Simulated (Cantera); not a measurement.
**Thermodynamics of fluorocarbon and chlorocarbon gases, feed CH2F2 + CH4 + H2**

Charge: 1 mol CH2F2, 0.4 mol CH4, 0.11 mol H2.

These are equilibrium values from Cantera (NASA tables, ideal gas, pure condensed phases), not measurements of a reactor. Candidate condensed phases: C, C6H6, C7H8, C8H18; 95 gas species. The numbers say what is thermodynamically allowed, not how fast it happens.

Stable condensed phases:

```
T in °C \ P in Pa
              1    3.6     13     46    170    600   2200   7700  28000 100000
   2700       A      A      A      A      A      B      B      B      B      B
   2550       A      A      A      A      B      B      B      B      B      B
   2400       A      A      B      B      B      B      B      B      B      B
   2250       B      B      B      B      B      B      B      B      B      B
   2100       B      B      B      B      B      B      B      B      B      B
   1950       B      B      B      B      B      B      B      B      B      B
   1800       B      B      B      B      B      B      B      B      B      B
   1650       B      B      B      B      B      B      B      B      B      B
   1500       B      B      B      B      B      B      B      B      B      B
   1350       B      B      B      B      B      B      B      B      B      B
   1200       B      B      B      B      B      B      B      B      B      B
```

A: gas only; B: C.
